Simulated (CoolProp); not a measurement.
C2F6 (R116) along the isobar 0.379 MPa: density (kg/m³) from the reference equation and from simpler models built on Tc = 293.0 K, pc = 3.048 MPa, ω = 0.257; each cubic takes its own stable root.

Model: reference Helmholtz-energy equation of state, Lemmon 2006, in CoolProp. It is a short technical equation, of lower accuracy than the large ones.

```csv
T (K),phase,reference
259.7,gas,25.93
269.1,gas,24.81
278.4,gas,23.82
287.8,gas,22.90
297.1,gas,22.07
306.5,gas,21.30
315.8,gas,20.59
325.2,gas,19.93
334.5,gas,19.32
343.8,gas,18.75
353.2,gas,18.21
362.5,gas,17.70
371.9,gas,17.22
381.2,gas,16.77
390.6,gas,16.35
```

Q: How far does each simpler model (ideal gas, van der Waals, Redlich-Kwong, Soave-Redlich-Kwong, Peng-Robinson) lie from the reference over these 15 states: mean and median of the absolute difference, and the worst?

A: 
- ideal gas: mean 3.3 %, median 2.9 %, worst -6.6 % at 259.7 K and 0.379 MPa
- van der Waals: mean 0.4 %, median 0.3 %, worst -1.5 % at 259.7 K and 0.379 MPa
- Redlich-Kwong: mean 0.2 %, median 0.3 %, worst -0.3 % at 259.7 K and 0.379 MPa
- Soave-Redlich-Kwong: mean 0.0 %, median 0.1 %, worst +0.1 % at 287.8 K and 0.379 MPa
- Peng-Robinson: mean 0.5 %, median 0.5 %, worst +0.6 % at 269.1 K and 0.379 MPa
